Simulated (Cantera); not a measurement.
## Stirred combustor or abatement burner

A perfectly stirred reactor is fed with 17.8 % H2, 6.86 % O2, 75.3 % N2, equivalence ratio 1.3, at 1.48 atm; it is adiabatic with a 773 K inlet, and is followed from long to short residence time, starting on the burning branch (τ in s: 0.36, 0.098, 0.026, 0.0071, 0.0019, 0.00052, 0.00014, 3.7e-05, 1e-05).

Computed with Cantera and GRI-Mech 3.0 (53 species, 325 reactions).

| τ (s) | T (K) | x H2 | x O2 | x H2O2 | x H | x N2O | x NO |
|---|---|---|---|---|---|---|---|
| 0.36 | 1793 | 0.0437 | 2.13e-5 | 3.49e-9 | 0.000754 | 1.21e-9 | 3.76e-6 |
| 0.098 | 1787 | 0.0435 | 4.72e-5 | 1.03e-8 | 0.00142 | 2.27e-9 | 5.59e-6 |
| 0.026 | 1776 | 0.0431 | 0.000114 | 2.91e-8 | 0.00268 | 4.28e-9 | 8.56e-6 |
| 0.0071 | 1756 | 0.0426 | 0.000289 | 7.39e-8 | 0.00492 | 7.79e-9 | 1.28e-5 |
| 0.0019 | 1718 | 0.0419 | 0.000769 | 1.78e-7 | 0.00889 | 1.36e-8 | 1.78e-5 |
| 0.00052 | 1650 | 0.0417 | 0.00194 | 4.05e-7 | 0.0153 | 2.13e-8 | 2.07e-5 |
| 0.00014 | 1538 | 0.0431 | 0.00462 | 8.75e-7 | 0.0246 | 2.89e-8 | 1.77e-5 |
| 3.7e-5 | 1368 | 0.0551 | 0.0124 | 1.54e-6 | 0.0320 | 3.22e-8 | 8.04e-6 |
| 1.0e-5 | 773 | 0.178 | 0.0686 | <1e-12 | <1e-12 | <1e-12 | <1e-12 |
x: mole fraction; the columns are a selection and need not sum to one.
